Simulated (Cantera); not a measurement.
Charge: 1 mol C, a varied amount of H₂, equilibrated at 180 Pa.

These are equilibrium values from Cantera (NASA tables, ideal gas, pure condensed phases), not measurements of a reactor. Candidate condensed phases: C, C₆H₆, C₇H₈, C₈H₁₈; 76 gas species. Kinetics and transport are ignored.

What condenses at these points (T in K, n(H₂) in mol): (2175, 32); (2275, 74); (2375, 32); (2575, 46)?


```tsv
T (K)	n(H₂) in mol	condensed phases	C condensed (%)
2175	32	C	86.5
2275	74	C	48.6
2375	32	C	65.6
2575	46	gas only	0.0
```
